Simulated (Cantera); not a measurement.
Cantera run:

```python
import numpy as np
import cantera as ct

gas_names = """
    CL CL2 H HCL H2 N NH NH2 NH3 N2 N2H2 N2H4 Si SiCL SiCL2 SiCL3 SiCL4 SiH SiHCL3 SiH2 SiH2CL2 SiH3
    SiH3CL SiH4 SiN Si2 Si2N Si3
""".split()
cond_names = """
    NH4CL(a) NH4CL(b) Si(cr) Si(L) Si3N4(a)
""".split()


# ... load() reads the species with a 1 bar reference pressure and builds the phases ...
atoms = {
    'Si2Cl6': {'Si': 2, 'CL': 6},
    'NH3': {'N': 1, 'H': 3},
    'H2': {'H': 2},
}
top_T = {'Si3N4(a)': 2400}  # K; cautious upper limits of use, not melting points


# ... equilibrate(T, P, feed) seeds the gas with the atoms and calls Mixture.equilibrate('TP', solver="vcs", rtol=1e-11, max_steps=5000) ...
results = []
feed = {'Si2Cl6': 1, 'NH3': 0.62, 'H2': 7.6}  # mol
T = 1300  # K
P = 100000  # Pa
mix = equilibrate(T, P, feed)
results.append((T, P, feed, dict(zip(mix.species_names, mix.species_moles))))
x = sorted(zip(gas.X, gas.species_names), reverse=True)
print(f"T = {T:g} K  P = {P:g} Pa  gas = {mix.phase_moles(0):.4g} mol")
print("   x: " + "  ".join(f"{s} {v:.3e}" for v, s in x if v > 1e-05))
print("   condensed (mol): " + ("  ".join(f"{mix.phase(i).name} {mix.phase_moles(i):.4g}"
      for i in range(1, mix.n_phases) if mix.phase_moles(i) > 1e-12) or "none"))
```

It prints:

```
T = 1300 K  P = 100000 Pa  gas = 10.22 mol
   x: H2 7.754e-01  SiCL4 7.993e-02  HCL 7.444e-02  SiHCL3 3.794e-02  SiCL2 1.531e-02  SiCL3 1.436e-02  SiH2CL2 2.540e-03  SiH3CL 4.780e-05
   condensed (mol): Si3N4(a) 0.155
```

Equilibrium computed with Cantera from the NASA thermochemical tables; the gas is ideal and each condensed phase is pure. The feed counts by its element totals alone. The tables' values for SiCl3 are old estimates; treat these amounts as uncertain.
